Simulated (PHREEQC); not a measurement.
A made-up water analysis in mmol/kgw, 25 °C, pH 1.87, pe 10.6: Na 40.7; K 0.038; Ca 4.5; Mg 4.41; Cl 16.3; S(6) 34.7; Zn 0.0659; Cd 0.00924; Fe(3) 0.645.

Valence states are taken as typed.

All values are PHREEQC results (ion-association model, phreeqc.dat), not measurements.

Precipitation was switched off in this run.

### Question
Order these Cd species by the share of Cd that they hold, largest first: CdSO4, Cd+2, Cd(SO4)2-2, CdCl+, CdCl2.

### Answer
Cd+2 (40 %), CdSO4 (30 %), CdCl+ (23 %), Cd(SO4)2-2 (6.0 %), CdCl2 (0.95 %)

The pH is 1.87 and the ionic strength 0.0899 mol/kgw. Saturation is exceeded, for instance for Hematite (slow to form), Goethite (slow to form); the values hold only as long as no solid forms. Species that the database lacks are ignored.
